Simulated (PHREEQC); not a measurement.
## Nickel, zinc or cadmium bath: an equilibrium model

A solution holds 12 mmol/kgw CdCl2 and 0.61 mmol/kgw NaOH, at 25 °C. Closed to the air; pH follows from the charge balance.

Computed with PHREEQC (ion-association model, wateq4f.dat).

Each row changes one thing in this solution. Precipitation was switched off in this run.

```json
[
 {"case": "as made", "pH": "8.44", "ionic strength (mol/kgw)": "0.0233", "Cl- (mol/kgw)": "0.0176", "Cd+2 (mol/kgw)": "0.00576", "CdCl+ (mol/kgw)": "0.00534", "CdOHCl (mol/kgw)": "0.000516", "SI of CdOHCl (CdOHCl)": "+0.60"},
 {"case": "CdCl2 from 0.012 to 0.06 mol/kgw", "pH": "7.68", "ionic strength (mol/kgw)": "0.0834", "Cl- (mol/kgw)": "0.0681", "Cd+2 (mol/kgw)": "0.0150", "CdCl+ (mol/kgw)": "0.0376", "CdOHCl (mol/kgw)": "0.000574", "SI of CdOHCl (CdOHCl)": "+0.65"},
 {"case": "NaOH from 0.00061 to 0.000305 mol/kgw", "pH": "8.12", "ionic strength (mol/kgw)": "0.0236", "Cl- (mol/kgw)": "0.0176", "Cd+2 (mol/kgw)": "0.00591", "CdCl+ (mol/kgw)": "0.00549", "CdOHCl (mol/kgw)": "0.000259", "SI of CdOHCl (CdOHCl)": "+0.30"},
 {"case": "NaOH left out", "pH": "5.84", "ionic strength (mol/kgw)": "0.0238", "Cl- (mol/kgw)": "0.0177", "Cd+2 (mol/kgw)": "0.00605", "CdCl+ (mol/kgw)": "0.00564", "CdOHCl (mol/kgw)": "1.39e-6", "SI of CdOHCl (CdOHCl)": "-1.97"},
 {"case": "NaOH from 0.00061 to 6.1e-05 mol/kgw", "pH": "7.42", "ionic strength (mol/kgw)": "0.0238", "Cl- (mol/kgw)": "0.0177", "Cd+2 (mol/kgw)": "0.00602", "CdCl+ (mol/kgw)": "0.00561", "CdOHCl (mol/kgw)": "5.19e-5", "SI of CdOHCl (CdOHCl)": "-0.40"},
 {"case": "temperature from 25 to 35 °C", "pH": "8.31", "ionic strength (mol/kgw)": "0.0232", "Cl- (mol/kgw)": "0.0175", "Cd+2 (mol/kgw)": "0.00570", "CdCl+ (mol/kgw)": "0.00539", "CdOHCl (mol/kgw)": "0.000473", "SI of CdOHCl (CdOHCl)": "+0.63"}
]
```

Some of these states are supersaturated (in CdOHCl, Cd(OH)2, for instance).
